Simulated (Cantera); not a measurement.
An isothermal, constant-pressure homogeneous reactor starts with 9.87 % CH3OH, 0.404 % O2, 89.7 % N2, equivalence ratio 37, at 1325 K and 3750 Torr.

Detailed kinetics in Cantera: GRI-Mech 3.0 (53 species, 325 reactions). GRI-Mech 3.0 was tuned for natural gas; its chemistry of methanol as a main component is partial and can be far from experiment.

x: mole fraction; the columns are a selection and need not sum to one.

```
t (s)      x CH3OH      x O2    x H2O    x CH2O     x CO2     x HCN
--------  --------  --------  -------  --------  --------  --------
3.00e-5     0.0986   0.00402  1.15e-5   3.87e-5   1.59e-6  1.00e-12
9.90e-5     0.0984   0.00396  6.43e-5  0.000209   5.27e-6  5.20e-12
0.000327    0.0902   0.00222  0.00254   0.00684   2.18e-5  9.82e-11
0.00108          ?  3.59e-10  0.00768         ?   6.84e-5   7.16e-9
0.00356   0.000562  8.64e-12  0.00748  0.000809   7.09e-5   6.94e-9
0.0117     3.43e-6  5.39e-12  0.00746   5.09e-6   7.88e-5   6.93e-9
0.0387     6.09e-9  3.83e-12  0.00745   3.87e-8   8.88e-5   6.93e-9
0.128     8.72e-11  1.72e-12  0.00743   2.98e-8  0.000112   6.93e-9
0.422     8.57e-11    <1e-12  0.00736   2.98e-8  0.000180   6.93e-9
1.39      8.44e-11    <1e-12  0.00716   2.98e-8  0.000380   6.93e-9
4.59      8.21e-11    <1e-12  0.00670   2.97e-8         ?   6.93e-9
15.2      8.01e-11    <1e-12  0.00609   2.96e-8   0.00144   6.92e-9
50.0      7.97e-11    <1e-12  0.00592   2.96e-8   0.00162   6.90e-9
```

Fill in the missing entries.


- 0.00108, x CH3OH: 0.0110
- 0.00108, x CH2O: 0.0128
- 4.59, x CO2: 0.000843
